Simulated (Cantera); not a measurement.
A perfectly stirred reactor is fed with C3H8 : H2 = 1 : 45 (molar parts), at 0.00140 bar; it is held at 1850 K, and followed from long to short residence time.

Cantera simulation using GRI-Mech 3.0 (53 species, 325 reactions); the numbers are that mechanism's predictions, not measurements. GRI-Mech 3.0 was tuned for natural gas; its chemistry of propane as a main component is partial and can be far from experiment. GRI-Mech 3.0 stops at C3 and has no aromatics, soot or wall deposition, so with more carbon than oxygen in the feed, carbon stays in small species such as C2H2 where larger ones or solid carbon would form. Radical loss at walls, strong at low pressure, is not modelled.

Task: Predict: x(C3H8) at τ = 16.0 s; x(H2) at τ = 16.0 s; x(C2H2) at τ = 16.0 s; x(CH4) at τ = 16.0 s; x(CH3) at τ = 16.0 s; x(C3H8) at τ = 51.0 ms; x(H2) at τ = 51.0 ms; x(C2H2) at τ = 51.0 ms; x(CH4) at τ = 51.0 ms; x(CH3) at τ = 51.0 ms.

Result: 
- x(C3H8) at τ = 16.0 s = 3.54e-7
- x(H2) at τ = 16.0 s = 0.961
- x(C2H2) at τ = 16.0 s = 0.0291
- x(CH4) at τ = 16.0 s = 0.00268
- x(CH3) at τ = 16.0 s = 0.000380
- x(C3H8) at τ = 51.0 ms = 0.000122
- x(H2) at τ = 51.0 ms = 0.949
- x(C2H2) at τ = 51.0 ms = 0.0160
- x(CH4) at τ = 51.0 ms = 0.0244
- x(CH3) at τ = 51.0 ms = 0.00325
